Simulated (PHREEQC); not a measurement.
Make-up at 89 °C: 0.083 mol/kgw KHCO3 and 0.022 mol/kgw Na2CO3. Closed to the air; pH follows from the charge balance.

The numbers come from PHREEQC with the ion-association model, phreeqc.dat.

Precipitation was switched off in this run.

Problem. Predict the pH.

Solution. pH 8.66.

Problem. In which forms is C present?

Solution. HCO3- 78 %, NaCO3- 15 %, CO3-2 6.2 % of the C.

Complexes and solids missing from the database can't appear. Constants without temperature data keep their 25 °C values here.
